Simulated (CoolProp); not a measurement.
Vapour-liquid equilibrium of n-octane (1) + ethylbenzene (2) at 120.25 °C; x and y are mole fractions of (1).

Computed with CoolProp (multi-fluid Helmholtz-energy mixture model, Beckmüller 2019 and Zhou 2012; pair parameters Bell 2016).

Problem. Give the bubble pressure and the first vapour's composition at x = 0.2, 0.35, 0.8. Is there an azeotrope?

Solution. x = 0.2: 0.07255 MPa, y = 0.276; x = 0.35: 0.07697 MPa, y = 0.433; x = 0.8: 0.08530 MPa, y = 0.822. No azeotrope shows between x = 0.05 and 0.95.

The pair parameters rest on a limited set of measurements; away from them the model extrapolates.
